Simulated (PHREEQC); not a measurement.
Solution (65 °C): 0.0038 mol/kgw CuSO4, 4.7e-05 mol/kgw HCl and 0.00078 mol/kgw H3BO3. Closed to the air; pH follows from the charge balance.

Equilibrium calculation in PHREEQC: ion-association model, phreeqc.dat.

- pH: 4.44
- ionic strength: 0.0117 mol/kgw
- specific conductance: 1410 µS/cm
- total alkalinity: -0.0470 meq/kg

```csv
species,molality,activity,log γ
Cu+2,0.00291,0.00185,-0.196
SO4-2,0.00290,0.00182,-0.203
CuSO4,0.000877,0.000879,0.001
H3BO3,0.000780,0.000782,0.001
Cl-,4.57e-5,4.05e-5,-0.053
H+,4.03e-5,3.63e-5,-0.045
HSO4-,1.95e-5,1.73e-5,-0.052
Cu2(OH)2+2,6.09e-6,3.77e-6,-0.208
CuCl+,1.28e-6,1.14e-6,-0.052
CuOH+,5.75e-7,5.10e-7,-0.052
Cu(OH)2,2.92e-8,2.93e-8,0.001
```

No solid was allowed to form. Complexes and solids missing from the database can't appear. Constants without temperature data keep their 25 °C values here.
